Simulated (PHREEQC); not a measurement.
Synthetic water in mg/L, 25 °C, pH 6.11, pe 10.3:

```tsv
constituent	mg/L
Na	3.24
K	34.5
Ca	18.7
Mg	82.8
Cl	94.6
S(6) as SO4	85.5
Alkalinity as HCO3	290
Sr	24.7
Si as SiO2	0.392
```

Valence states are taken as typed.

Equilibrium calculation in PHREEQC: ion-association model, phreeqc.dat.

Precipitation was switched off in this run.

Q: Order these Mg species by the share of Mg that they hold, largest first: MgSO4, MgHCO3+, Mg+2.

A: Mg+2 (91 %), MgSO4 (5.7 %), MgHCO3+ (3.2 %)

Q: Order these Ca species by the share of Ca that they hold, largest first: Ca+2, CaSO4, CaHCO3+.

A: Ca+2 (92 %), CaSO4 (4.4 %), CaHCO3+ (3.5 %)

The pH is 6.11 and the ionic strength 0.0131 mol/kgw. Complexes and solids missing from the database can't appear.
